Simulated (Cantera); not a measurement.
Input (Python, Cantera) and output of one run.

```python
import numpy as np
import cantera as ct

gas_names = """
    CL CL2 H HCL H2 Si SiCL SiCL2 SiCL3 SiCL4 SiH SiHCL3 SiH2 SiH2CL2 SiH3 SiH3CL SiH4 Si2 Si3
""".split()
cond_names = """
    Si(cr) Si(L)
""".split()


# ... load() reads the species with a 1 bar reference pressure and builds the phases ...
atoms = {
    'SiCl4': {'Si': 1, 'CL': 4},
    'Cl2': {'CL': 2},
    'H2': {'H': 2},
}
top_T = {}  # K; cautious upper limits of use, not melting points


# ... equilibrate(T, P, feed) seeds the gas with the atoms and calls Mixture.equilibrate('TP', solver="vcs", rtol=1e-11, max_steps=5000) ...
results = []
T = 525  # K
P = 14000  # Pa
for m in [0.5, 0.58, 0.67, 0.78, 0.9, 1, 1.2, 1.4, 1.6, 1.9, 2.2, 2.5, 2.9]:
    feed = {'SiCl4': 1, 'Cl2': m, 'H2': 0.86}  # mol
    mix = equilibrate(T, P, feed)
    results.append((T, P, feed, dict(zip(mix.species_names, mix.species_moles))))

top = {s: max(r[3][s] / sum(r[3][g] for g in gas_names) for r in results) for s in gas_names}
cols = sorted((s for s in top if top[s] > 1e-06), key=lambda s: -top[s])[:8]
seen = [c for c in cond_names if any(r[3].get(c, 0) > 1e-12 for r in results)]
print("log10 of partial pressures in bar; condensed amounts in mol")
print(f"{'n(Cl2)':>10s}" + "".join(f"{s[:9]:>10s}" for s in cols + seen))
for T, P, feed, n in results:
    ng = sum(n[g] for g in gas_names)
    print(f"{feed['Cl2']:10.4g}" + "".join(f"{np.log10(max(n[s] / ng * P / 1e5, 1e-99)):10.3f}" for s in cols)
          + "".join(f"{n.get(c, 0):10.4g}" for c in seen))
```

Result:

```
log10 of partial pressures in bar; condensed amounts in mol
    n(Cl2)       HCL       CL2     SiCL4        H2
       0.5    -1.227   -20.158    -1.227    -1.670
      0.58    -1.177   -19.935    -1.241    -1.794
      0.67    -1.130   -19.657    -1.257    -1.978
      0.78    -1.082   -19.168    -1.275    -2.372
       0.9    -1.059    -2.693    -1.295   -18.801
         1    -1.075    -2.164    -1.310   -19.361
       1.2    -1.104    -1.808    -1.340   -19.775
       1.4    -1.132    -1.635    -1.367   -20.004
       1.6    -1.157    -1.524    -1.393   -20.166
       1.9    -1.194    -1.412    -1.429   -20.350
       2.2    -1.227    -1.335    -1.462   -20.494
       2.5    -1.258    -1.279    -1.493   -20.612
       2.9    -1.296    -1.222    -1.531   -20.745
```

Equilibrium computed with Cantera from the NASA thermochemical tables; the gas is ideal and each condensed phase is pure.
